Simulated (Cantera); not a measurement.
Standard-state values (1 bar) from the NASA 1993 polynomials, evaluated with Cantera. Values are per mole of reaction as written; species without (g) are pure solids or liquids, kept so even where they would boil at 1 bar.

4 F(g) + Cu2O → O(g) + 2 CuF2(g)

| T (K) | ΔH° (kJ) | ΔS° (J/K) | ΔG° (kJ) | log10 K |
|---|---|---|---|---|
| 300 | ___ | ___ | ___ | ___ |
| 725 | ___ | ___ | ___ | ___ |
| 775 | -446.7 | -62.9 | -397.9 | 26.82 |
| 825 | -448.2 | -64.8 | -394.7 | 24.99 |
| 875 | -449.7 | -66.6 | -391.4 | 23.37 |
| 925 | -451.3 | -68.4 | -388.1 | 21.91 |
| 975 | ___ | ___ | ___ | ___ |
| 1025 | ___ | ___ | ___ | ___ |
| 1075 | -456.1 | -73.2 | -377.4 | 18.34 |

Question: Complete the blanks.

Answer: 
- 300, ΔH° (kJ): -431.6
- 300, ΔS° (J/K): -32.4
- 300, ΔG° (kJ): -421.9
- 300, log10 K: 73.46
- 725, ΔH° (kJ): -445.2
- 725, ΔS° (J/K): -60.9
- 725, ΔG° (kJ): -401.0
- 725, log10 K: 28.89
- 975, ΔH° (kJ): -452.9
- 975, ΔS° (J/K): -70.0
- 975, ΔG° (kJ): -384.6
- 975, log10 K: 20.60
- 1025, ΔH° (kJ): -454.5
- 1025, ΔS° (J/K): -71.6
- 1025, ΔG° (kJ): -381.1
- 1025, log10 K: 19.42
